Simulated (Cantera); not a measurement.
Standard-state values (1 bar) from the NASA 1993 polynomials, evaluated with Cantera. Values are per mole of reaction as written; species without (g) are pure solids or liquids, kept so even where they would boil at 1 bar.

Cr₂O₃ + 5 NO(g) ⇌ Cr₂N + 4 NO₂(g), with ΔH° = 689.9 kJ and ΔS° = -108.3 J/K at 300 K.

### Question
How far is the shortcut ΔG° ≈ ΔH°(300 K) − T·ΔS°(300 K) from the full temperature-dependent value at 1125, 1175, 1225, 1275, 1325, 1375 K?

### Answer
```csv
T (K),shortcut (kJ),full (kJ),difference (kJ),difference in log10 K
1125,811.7,826.7,-15.0,0.69
1175,817.1,833.1,-15.9,0.71
1225,822.5,839.4,-16.9,0.72
1275,827.9,845.8,-17.9,0.73
1325,833.4,852.1,-18.8,0.74
1375,838.8,858.5,-19.7,0.75
```
The shortcut ignores the heat-capacity change of the reaction.
